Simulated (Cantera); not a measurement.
**Premixed flame**

A freely propagating, adiabatic, planar premixed flame of CH₃OH : O₂ : N₂ = 1 : 1.36 : 5.13 (molar parts), equivalence ratio 1.1, unburnt at 375 K and 0.230 bar; mixture-averaged transport, grid criteria slope 0.08 and curve 0.16, no radiation.

Detailed kinetics in Cantera: GRI-Mech 3.0 (53 species, 325 reactions). GRI-Mech 3.0 was tuned for natural gas; its chemistry of methanol as a main component is partial and can be far from experiment. Burning velocities carry a grid error of a few per cent, more on coarse grids.

```tsv
z (mm)	T (K)	u (m/s)	x CH₃OH	x O₂	x NO₂	x CH₃	x HO₂	x NO
-3.12	375	0.838	0.133	0.181	<1e-8	<1e-8	8.79e-8	<1e-8
-2.08	376	0.843	0.133	0.181	<1e-8	<1e-8	1.32e-6	<1e-8
-1.56	382	0.861	0.132	0.179	<1e-8	<1e-8	7.70e-6	<1e-8
-1.04	439	1.00	0.128	0.174	1.65e-8	<1e-8	8.25e-5	<1e-8
-0.520	816	1.93	0.0974	0.142	1.19e-7	5.70e-7	0.00105	9.35e-8
-0.260	1220	2.99	0.0540	0.105	1.16e-7	2.31e-5	0.00271	3.54e-7
0	1625	4.12	0.00870	0.0668	2.02e-8	0.000225	0.00183	8.44e-7
0.260	1757	4.48	0.000147	0.0431	<1e-8	7.26e-5	6.08e-5	1.37e-6
0.520	1786	4.54	4.82e-7	0.0299	<1e-8	3.62e-6	3.73e-6	1.84e-6
1.04	1819	4.59	<1e-8	0.0206	<1e-8	2.47e-8	2.42e-6	2.68e-6
2.08	1859	4.66	<1e-8	0.0170	<1e-8	<1e-8	1.93e-6	4.16e-6
4.16	1908	4.77	<1e-8	0.0150	<1e-8	<1e-8	1.61e-6	6.77e-6
8.32	1972	4.91	<1e-8	0.0129	<1e-8	<1e-8	1.27e-6	1.14e-5
```
x: mole fraction of selected species; z is measured from the peak of heat release.

The laminar burning velocity is 83.6 cm/s and the thermal thickness is 1.04 mm. The peak x(CH₃) comes out as 0.000239 and the peak x(HO₂) comes out as 0.00313. The grid points is 146.
